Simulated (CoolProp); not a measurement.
Values from CoolProp's reference Helmholtz-energy equation of state, Rui 2013.

### Question
Give the vapour pressure (kPa), liquid density (kg/m³), vapour viscosity (µPa s), liquid conductivity (mW/(m K)) of saturated R236EA at 360.4, 367.9 K.

### Answer
| T (K) | p (kPa) | liquid density (kg/m³) | vapour viscosity (µPa s) | liquid conductivity (mW/(m K)) |
|---|---|---|---|---|
| 360.4 | 1190 | 1190 | 13.4 | 59.0 |
| 367.9 | 1410 | 1150 | 13.9 | 56.7 |

Viscosity comes from a separate model (Huber 2003), an estimate that may be off by 10 % or more. Thermal conductivity comes from a separate model (Huber 2003), an estimate that may be off by 10 % or more.
